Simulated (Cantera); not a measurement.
A freely propagating, adiabatic, planar premixed flame of CO : H2 : CH4 : O2 : N2 = 1 : 0.071 : 0.31 : 1.19 : 5.12 (molar parts), equivalence ratio 0.97, unburnt at 300 K and 1880 Torr; mixture-averaged transport, grid criteria slope 0.08 and curve 0.16, no radiation.

Model: GRI-Mech 3.0 (53 species, 325 reactions), integrated in Cantera. Burning velocities carry a grid error of a few per cent, more on coarse grids.

Q: Predict: laminar burning velocity; thermal thickness; peak x(CH2CO); peak x(O); peak x(CH2O).

A: laminar burning velocity: 33.9 cm/s
thermal thickness: 0.216 mm
peak x(CH2CO): 1.37e-5
peak x(O): 0.00374
peak x(CH2O): 0.000430
